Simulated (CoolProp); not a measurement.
A simple Rankine cycle with isobutene: condensing at 323.15 K, boiler at 1.75 MPa, turbine inlet 372.7 K, turbine efficiency 0.9, pump efficiency 0.6, no recuperator. Each further row changes one setting.

Values from CoolProp's reference Helmholtz-energy equation of state, Lemmon 2005. It is a short technical equation, of lower accuracy than the large ones.

| case | thermal efficiency (%) | net work (kJ/kg) | heat in (kJ/kg) | turbine exit temperature (K) | volume ratio over the turbine |
|---|---|---|---|---|---|
| as stated | 9.4 | 36.0 | 382 | 332.3 | 3.14 |
| turbine inlet 392.7 K | 9.4 | 40.7 | 431 | 355.0 | … |
| condensing temperature 315.15 K | … | 43.7 | … | … | 3.87 |
| boiler pressure 1.22 MPa | 6.6 | 26.7 | 405 | … | … |
| turbine efficiency 0.8 | 8.3 | … | 382 | 334.5 | 3.17 |

Q: Some entries are withheld; supply them.

A: 
- turbine inlet 392.7 K, volume ratio over the turbine: 3.01
- condensing temperature 315.15 K, thermal efficiency (%): 10.9
- condensing temperature 315.15 K, heat in (kJ/kg): 402
- condensing temperature 315.15 K, turbine exit temperature (K): 325.6
- boiler pressure 1.22 MPa, turbine exit temperature (K): 348.9
- boiler pressure 1.22 MPa, volume ratio over the turbine: 2.04
- turbine efficiency 0.8, net work (kJ/kg): 31.6
